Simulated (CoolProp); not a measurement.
A single-stage vapour-compression cycle with ethane: evaporating at 230.15 K (dew point), condensing at 260.15 K (bubble point), superheat 5 K, subcooling 2 K, compressor efficiency 0.7, no pressure losses. Each further row changes one setting.

Values from CoolProp's reference Helmholtz-energy equation of state, Bücker 2006.

```
case                              cooling COP  pressure ratio  discharge temperature (K)  refrigerating effect (kJ/kg)  volumetric capacity (kJ/m³)
--------------------------------  -----------  --------------  -------------------------  ----------------------------  ---------------------------
as stated                                4.45            2.44                      292.2                           344                         4240
evaporating temperature 235.15 K         5.57            2.07                          ?                           348                            ?
condensing temperature 255.15 K             ?               ?                      283.3                           359                         4430
subcooling 7 K                           4.65            2.44                      292.2                           359                         4430
superheat 15 K                           4.40            2.44                      303.3                             ?                            ?
compressor efficiency 0.6                3.81            2.44                          ?                           344                         4240
```

### Question
Some entries are withheld; supply them.

### Answer

- evaporating temperature 235.15 K, discharge temperature (K): 287.0
- evaporating temperature 235.15 K, volumetric capacity (kJ/m³): 5040
- condensing temperature 255.15 K, cooling COP: 5.52
- condensing temperature 255.15 K, pressure ratio: 2.13
- superheat 15 K, refrigerating effect (kJ/kg): 362
- superheat 15 K, volumetric capacity (kJ/m³): 4200
- compressor efficiency 0.6, discharge temperature (K): 298.5
